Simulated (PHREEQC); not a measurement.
A solution holds 35 mmol/kgw AlCl3, 0.35 mmol/kgw HCl and 170 mmol/kgw MgBr2, at 20 °C. Closed to the air; pH follows from the charge balance.

Model: ion-association model, phreeqc.dat, run in PHREEQC.

| Property | Value |
|---|---|
| pH | 3.37 |
| ionic strength | 0.720 mol/kgw |
| activity of water | 0.989 |
| density | 1.028 g/cm³ |
| total alkalinity | -0.350 meq/kg |

| species | molality | activity | log γ |
|---|---|---|---|
| Br- | 0.340 | 0.198 | -0.234 |
| Mg+2 | 0.170 | 0.0496 | -0.535 |
| Cl- | 0.105 | 0.0663 | -0.201 |
| Al+3 | 0.0348 | 0.00275 | -1.103 |
| H+ | 0.000571 | 0.000430 | -0.123 |
| AlOH+2 | 0.000219 | 4.51e-5 | -0.686 |
| Al(OH)2+ | 7.69e-7 | 5.18e-7 | -0.172 |

No solid was allowed to form. The ionic strength is past about 0.7 mol/kgw, beyond the range of this activity model, so the values are rough.
